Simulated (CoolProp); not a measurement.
200 sccm (0 °C, 1 atm) of nitrogen bubbles through liquid n-heptane at 292.1 K and leaves saturated at a total pressure of 0.108 MPa (ideal gas phase). Each further row changes one setting.

The numbers come from the reference Helmholtz-energy equation of state, Span 2003 in CoolProp. It is a short technical equation, of lower accuracy than the large ones.

```tsv
case	vapour pressure (kPa)	mole fraction of vapour	delivery (mg/min)	delivery (sccm)	change of delivery for a bath 1 K warmer (%)
as stated	4.47	0.0414	…	8.64	5.6
bath temperature 297.1 K	5.78	…	50.5	…	…
total pressure 0.216 MPa	4.47	0.0207	…	4.23	5.5
```

**Question.** Fill in the missing entries.

**Answer.** 
- as stated, delivery (mg/min): 38.6
- bath temperature 297.1 K, mole fraction of vapour: 0.0535
- bath temperature 297.1 K, delivery (sccm): 11.3
- bath temperature 297.1 K, change of delivery for a bath 1 K warmer (%): 5.4
- total pressure 0.216 MPa, delivery (mg/min): 18.9
